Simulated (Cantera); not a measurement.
# Equilibrium for abatement and gas-phase synthesis: HI + O2

Feed: 1 mol HI, 3.1 mol O2, at 10.0 mbar.

Equilibrium computed with Cantera from the NASA thermochemical tables; the gas is ideal and each condensed phase is pure. Candidate condensed phases: H2O, I2; 25 gas species. Ions and electrons are included (thermal ionisation). The numbers say what is thermodynamically allowed, not how fast it happens.

```tsv
T (°C)	x O	x O2	x I	x H	x H2O	x OH
2227	0.107	0.544	0.211	0.0185	0.0670	0.0475
2727	0.505	0.199	0.152	0.102	0.00413	0.0336
3227	0.728	0.0218	0.125	0.120	3.21e-5	0.00430
3727	0.753	0.00256	0.122	0.122	5.25e-7	0.000641
4227	0.755	0.000461	0.122	0.122	2.05e-8	0.000141
4727	0.756	0.000117	0.122	0.122	1.51e-9	4.15e-5
```
x: gas mole fraction; nothing condenses.

From 2227 °C to 4727 °C nothing is condensed.
